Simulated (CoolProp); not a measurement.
A simple Rankine cycle with n-butane: condensing at 294.15 K, boiler at 0.611 MPa, turbine inlet 346.4 K, turbine efficiency 0.9, pump efficiency 0.8, no recuperator. Each further row changes one setting.

Values from CoolProp's reference Helmholtz-energy equation of state, Bücker 2006.

| case | thermal efficiency (%) | net work (kJ/kg) | heat in (kJ/kg) | turbine exit temperature (K) | volume ratio over the turbine |
|---|---|---|---|---|---|
| as stated | 8.9 | 40.0 | 448 | [?] | 2.81 |
| turbine inlet 366.4 K | 8.8 | 43.3 | 490 | [?] | 2.79 |
| condensing temperature 286.15 K | [?] | [?] | [?] | 311.1 | 3.63 |
| boiler pressure 0.428 MPa | 6.1 | 27.6 | 455 | 328.2 | 1.96 |
| turbine efficiency 0.8 | 7.9 | 35.5 | 448 | 320.2 | 2.84 |

**Question.** Fill in the missing entries.

**Answer.** 
- as stated, turbine exit temperature (K): 317.8
- turbine inlet 366.4 K, turbine exit temperature (K): 338.3
- condensing temperature 286.15 K, thermal efficiency (%): 10.7
- condensing temperature 286.15 K, net work (kJ/kg): 50.0
- condensing temperature 286.15 K, heat in (kJ/kg): 467
